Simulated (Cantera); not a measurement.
An adiabatic, constant-pressure homogeneous reactor starts with CO : H₂ : CH₄ : O₂ : N₂ : H₂O = 1 : 0.061 : 0.055 : 0.582 : 2.19 : 0.19 (molar parts), at 1325 K and 0.310 bar. Integrator tolerance rtol = 1e-08.

Cantera simulation using GRI-Mech 3.0 (53 species, 325 reactions); the numbers are that mechanism's predictions, not measurements.

What does this change do: O2 0.582 to 0.84 parts?


```csv
quantity,before,after
time of steepest temperature rise,0.340 ms,0.264 ms
temperature at 0.100 s,2588 K,2606 K
equilibrium temperature,2588 K,2606 K
x(CO) at 0.100 s,0.104 (gas-phase equilibrium 0.104),0.0772 (gas-phase equilibrium 0.0772)
x(H₂) at 0.100 s,0.00726 (gas-phase equilibrium 0.00726),0.00474 (gas-phase equilibrium 0.00474)
x(CH₄) at 0.100 s,<1e-12 (gas-phase equilibrium <1e-12),<1e-12 (gas-phase equilibrium <1e-12)
x(O₂) at 0.100 s,0.0304 (gas-phase equilibrium 0.0304),0.0746 (gas-phase equilibrium 0.0746)
x(NO) at 0.100 s,0.00867 (gas-phase equilibrium 0.00868),0.0136 (gas-phase equilibrium 0.0136)
```
